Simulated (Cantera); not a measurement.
Input: 1 mol Al(CH₃)₃, 1.8 mol N₂O, 9.1 mol N₂, 0.51 mol O₂, held at 1498 K.

Equilibrium computed with Cantera from the NASA thermochemical tables; the gas is ideal and each condensed phase is pure. Candidate condensed phases: Al, AlN, Al₂O₃, C, C₆H₆, C₇H₈, C₈H₁₈, H₂O; 148 gas species. The feed counts by its element totals alone. The numbers say what is thermodynamically allowed, not how fast it happens.

Q: At 0.0750 Torr, list the 6 most abundant gas species with their mole fractions, and the condensed phases.

A: N₂ 0.586, H₂ 0.253, CO 0.159, H 0.000865, HCN 0.000402, Al 7.54e-5. Condensed: AlN(s) + C(graphite).
